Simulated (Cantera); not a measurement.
A closed system holds: 1 mol CH2F2, 0.025 mol HCl, 0.47 mol H2, at 3000 K and 1.60 mbar.

Method: chemical equilibrium by Gibbs-energy minimisation in Cantera with the NASA 1993 tables (ideal gas, pure condensed phases). Candidate condensed phases: C, C6H6, C7H8, C8H18; 118 gas species. Rates play no part.

Base state: HF 0.407, H 0.355, F 0.111, C3 0.0681, C 0.0223, C2 0.00983, CF 0.00901, H2 0.00810 (mole fractions); condensed: gas only.

### Question
What changes in the equilibrium state with this change: temperature from 3000 K to 2698 K?

### Answer
```tsv
species	before	after
HF	0.407	0.661
H	0.355	0.268
H2	0.00810	0.0362
F	0.111	0.0165
C	0.0223	0.00129
C3	0.0681	0.00536
C4	0.000162	6.98e-6
C2	0.00983	0.000513
C5	0.000618	3.54e-5
C(graphite), mol	0	0.933
```
